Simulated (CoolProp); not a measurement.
Vapour-liquid equilibrium of isobutane (1) + isobutene (2) at 4.38 bar; x and y are mole fractions of (1).

Computed with CoolProp (multi-fluid Helmholtz-energy mixture model, Bücker 2006 and Lemmon 2005; pair parameters Bell 2016).

Give the bubble temperature and the first vapour's composition at x = 0.05, 0.35, 0.65. Is there an azeotrope?

x = 0.05: 310.3 K, y = 0.058; x = 0.35: 308.5 K, y = 0.379; x = 0.65: 307.1 K, y = 0.672. No azeotrope shows between x = 0.05 and 0.95.

Pair parameters are fitted to limited data, so mixtures are less certain than the pure fluids.
